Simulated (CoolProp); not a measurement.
Vapour-liquid equilibrium of CH2F2 (R32) (1) + R236EA (2) at 0.446 MPa; x and y are mole fractions of (1).

Values from CoolProp's multi-fluid Helmholtz-energy mixture model, Tillner-Roth 1997 and Rui 2013; pair parameters Bell 2016.

```
x      bubble temperature, mixture model (°C)  bubble temperature, Raoult's law (°C)  y, mixture model  y, Raoult's law
-----  --------------------------------------  -------------------------------------  ----------------  ---------------
0.05                                     42.7                                   40.1             0.198            0.279
0.125                                    33.6                                   29.3             0.427            0.531
0.2                                      25.6                                   21.0             0.590            0.680
0.275                                    18.6                                   14.3             0.705            0.773
0.35                                     12.5                                    8.7             0.786            0.836
0.425                                     7.2                                    4.0             0.845            0.880
0.5                                       2.6                                    0.0             0.887            0.912
0.575                                    -1.5                                   -3.5             0.918            0.936
0.65                                     -5.1                                   -6.6             0.942            0.954
0.725                                    -8.2                                   -9.4             0.960            0.968
0.8                                     -11.1                                  -11.9             0.975            0.980
0.875                                   -13.7                                  -14.1             0.986            0.989
0.95                                    -16.0                                  -16.2             0.995            0.996
```

The largest gap from Raoult's law is +4.6 K in bubble temperature, at x = 0.2. No azeotrope shows between x = 0.05 and 0.95.

Pair parameters are fitted to limited data, so mixtures are less certain than the pure fluids.
